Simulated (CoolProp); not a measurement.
Octamethylcyclotetrasiloxane (D4) at several states: fugacity coefficient from the reference equation and from simpler models built on Tc = 313.4 °C, pc = 13.47 bar, ω = 0.598; each cubic takes its own stable root.

Values from CoolProp's reference Helmholtz-energy equation of state, Thol 2015.

```json
[
 {"T (°C)": "160.65", "p (bar)": "13.9", "phase": "liquid", "reference": "0.05303", "van der Waals": "0.2586", "Redlich-Kwong": "0.1377", "Soave-Redlich-Kwong": "0.05410", "Peng-Robinson": "0.05347"},
 {"T (°C)": "123.95", "p (bar)": "3.33", "phase": "liquid", "reference": "0.06572", "van der Waals": "0.6098", "Redlich-Kwong": "0.2559", "Soave-Redlich-Kwong": "0.06629", "Peng-Robinson": "0.06793"},
 {"T (°C)": "284.75", "p (bar)": "47.8", "phase": "liquid", "reference": "0.1994", "van der Waals": "0.2981", "Redlich-Kwong": "0.2402", "Soave-Redlich-Kwong": "0.2160", "Peng-Robinson": "0.1996"},
 {"T (°C)": "148.55", "p (bar)": "0.13", "phase": "gas", "reference": "0.9885", "van der Waals": "0.9938", "Redlich-Kwong": "0.9918", "Soave-Redlich-Kwong": "0.9896", "Peng-Robinson": "0.9891"},
 {"T (°C)": "320.85", "p (bar)": "1.58", "phase": "gas", "reference": "0.9610", "van der Waals": "0.9663", "Redlich-Kwong": "0.9618", "Soave-Redlich-Kwong": "0.9623", "Peng-Robinson": "0.9580"}
]
```
